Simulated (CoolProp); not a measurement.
Vapour-liquid equilibrium of dimethyl ether (1) + n-perfluorobutane (2) at 52.25 °C; x and y are mole fractions of (1).

Model: multi-fluid Helmholtz-energy mixture model, Wu 2011 and Gao 2022; pair parameters Bell 2016, in CoolProp.

Question: Give the bubble pressure and the first vapour's composition at x = 0.05, 0.575, 0.725. Is there an azeotrope?

Answer: x = 0.05: 0.7122 MPa, y = 0.179; x = 0.575: 1.397 MPa, y = 0.686; x = 0.725: 1.421 MPa, y = 0.732. y crosses x between x = 0.725 and 0.8: the model has an azeotrope there.

The pair parameters rest on a limited set of measurements; away from them the model extrapolates. With so large a gap from Raoult's law the liquid may split in two, which this calculation doesn't test in full.
